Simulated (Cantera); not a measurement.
**Thermodynamics of iron carbonyl, mercury and lead vapours, feed Fe(CO)5 + H2**

A closed system holds: 1 mol Fe(CO)5, 0.5 mol H2, equilibrated at 1277 °C.

These are equilibrium values from Cantera (NASA tables, ideal gas, pure condensed phases), not measurements of a reactor. Candidate condensed phases: C, C6H6, C7H8, C8H18, Fe, Fe(CO)5, FeO, Fe(OH)2, Fe(OH)3, Fe2O3, Fe3O4, H2O; 114 gas species. Iron dissolves carbon and melts from about 1420 K in contact with it, which pure phases cannot show. Condensed phases not in the tables: cementite and carbon dissolved in iron. Kinetics and transport are ignored.

```csv
P (Pa),x CO,x H2,x Fe,x CO2,x H2O,x H,x CH4,n Fe(γ),n C(graphite)
10,0.905,0.0900,0.00419,1.42e-7,3.94e-8,0.000945,4.12e-10,0.977,0
68,0.908,0.0907,0.000616,5.14e-7,1.43e-7,0.000364,5.38e-9,0.997,0
460,0.909,0.0908,9.11e-5,1.85e-6,5.18e-7,0.000140,6.85e-8,0.999,0
3200,0.909,0.0909,1.31e-5,1.15e-5,3.20e-6,5.31e-5,5.37e-7,1.000,0
22000,0.909,0.0909,1.91e-6,7.88e-5,2.20e-5,2.02e-5,3.69e-6,1.000,0.000518
150000,0.909,0.0908,2.79e-7,0.000536,0.000150,7.75e-6,2.51e-5,1.000,0.00362
1000000,0.905,0.0900,4.19e-8,0.00355,0.000987,2.99e-6,0.000165,1.00,0.0239
```
x: gas mole fraction; n: condensed amount in mol.

From 10.0 Pa to 32.0 mbar the condensed part is Fe(γ). From 0.220 bar to 10.0 bar the condensed part is C(graphite) + Fe(γ). The main Fe-bearing gas is Fe throughout.
